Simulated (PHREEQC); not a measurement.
PHREEQC input (ion-association model, phreeqc.dat):

```
SOLUTION 0
  temp 25
  units mmol/kgw
  pH 7 charge
  Cl 3.21
  Li 3.2
  O(0) 1 O2(g) -0.68
SOLUTION 1-30
  temp 25
  units mmol/kgw
  pH 7 charge
  Cl 58.61
  Zn 29
  Na 0.6
  O(0) 1 O2(g) -0.68
END
EXCHANGE 1-30
  X 0.001
  -equilibrate 1
END
SELECTED_OUTPUT 1
  -reset false
  -pH true
  -pe true
  -ionic_strength true
  -water true
  -step true
  -totals Cl Li Na Zn
  -molalities LiX ZnX2 NaX
  -saturation_indices Halite Zn(OH)2(e)
PRINT
  -reset false
TRANSPORT
  -cells 30
  -shifts 90
  -lengths 0.00666667
  -time_step 60
  -dispersivities 0.016
  -boundary_conditions flux flux
  -correct_disp true
  -punch_cells 30
  -punch_frequency 3
END
```

Selected output (columns that matter, 26 of 31 rows; pore volumes added in front):

```
pore volumes	pH	mu	Cl	Li	Na	Zn	m_LiX	m_ZnX2	si_Halite	si_Zn(OH)2(e)
0	4.9704	0.084112	0.05861	0	0.0006	0.029	0	0.00049928	-6.2454	-3.5253
0.1167	4.9704	0.084112	0.05861	0	0.0006	0.029	0	0.00049928	-6.2454	-3.5253
0.2167	4.9704	0.084111	0.05861	2.7307e-08	0.00059999	0.029	5.4705e-11	0.00049928	-6.2454	-3.5253
0.4167	4.9715	0.082887	0.057748	4.9004e-05	0.00059074	0.028549	9.8908e-08	0.00049923	-6.2574	-3.5276
0.5167	4.9748	0.079354	0.055264	0.00019066	0.00056402	0.02725	3.935e-07	0.0004991	-6.2931	-3.5347
0.6167	4.9807	0.072931	0.050763	0.00044801	0.0005155	0.024895	9.6554e-07	0.00049885	-6.3624	-3.5493
0.7167	4.9887	0.064345	0.044773	0.00079082	0.00045086	0.021761	1.8181e-06	0.00049847	-6.4654	-3.5734
0.8167	4.9975	0.054804	0.038155	0.0011697	0.00037937	0.018298	2.9234e-06	0.00049797	-6.5978	-3.6082
1.0167	5.0136	0.036807	0.025788	0.0018772	0.00024562	0.011828	5.7956e-06	0.00049665	-6.9291	-3.7132
1.1167	5.0195	0.029422	0.020762	0.002164	0.00019118	0.0091983	7.5508e-06	0.00049582	-7.1178	-3.7836
1.2167	5.0238	0.023321	0.016632	0.0023987	0.00014642	0.0070386	9.5377e-06	0.00049488	-7.3163	-3.8652
1.3167	5.0266	0.018434	0.013341	0.0025847	0.0001107	0.0053177	1.1788e-05	0.0004938	-7.5207	-3.9571
1.4167	5.0282	0.014611	0.010776	0.0027281	8.2842e-05	0.0039776	1.4345e-05	0.00049257	-7.7277	-4.0578
1.6167	5.0289	0.0094521	0.0073303	0.0029159	4.5342e-05	0.0021795	2.06e-05	0.00048951	-8.1375	-4.2808
1.7167	5.0286	0.0077888	0.0062229	0.0029733	3.3262e-05	0.0016032	2.4426e-05	0.00048762	-8.3356	-4.4004
1.8167	5.0281	0.0065559	0.0054029	0.0030136	2.4302e-05	0.0011775	2.8805e-05	0.00048546	-8.527	-4.5234
1.9167	5.0275	0.0056492	0.0047999	0.0030411	1.7699e-05	0.00086557	3.3801e-05	0.00048298	-8.711	-4.6485
2.0167	5.0269	0.0049864	0.0043591	0.0030592	1.286e-05	0.00063852	3.9459e-05	0.00048017	-8.8876	-4.7741
2.2167	5.026	0.0041558	0.0038057	0.0030776	6.7592e-06	0.00035567	5.2795e-05	0.00047353	-9.2204	-5.0195
2.3167	5.0256	0.003904	0.0036376	0.0030818	4.8952e-06	0.00027046	6.0375e-05	0.00046976	-9.3783	-5.1357
2.4167	5.0254	0.0037226	0.0035165	0.0030846	3.5451e-06	0.00020919	6.8409e-05	0.00046575	-9.5319	-5.2452
2.5167	5.0252	0.003592	0.0034294	0.0030868	2.5682e-06	0.00016501	7.6731e-05	0.0004616	-9.6818	-5.3467
2.6167	5.025	0.0034979	0.0033669	0.0030891	1.8616e-06	0.00013294	8.5156e-05	0.00045739	-9.8288	-5.4395
2.8167	5.0248	0.0033806	0.00329	0.0030951	9.8065e-07	9.1932e-05	0.00010167	0.00044915	-10.116	-5.5983
2.9167	5.0248	0.0033447	0.003267	0.0030989	7.1274e-07	7.8722e-05	0.00010952	0.00044523	-10.258	-5.6652
3.0167	5.0247	0.0033183	0.0032507	0.003103	5.1852e-07	6.8564e-05	0.00011701	0.00044148	-10.398	-5.7249
```

Species that the database lacks are ignored.
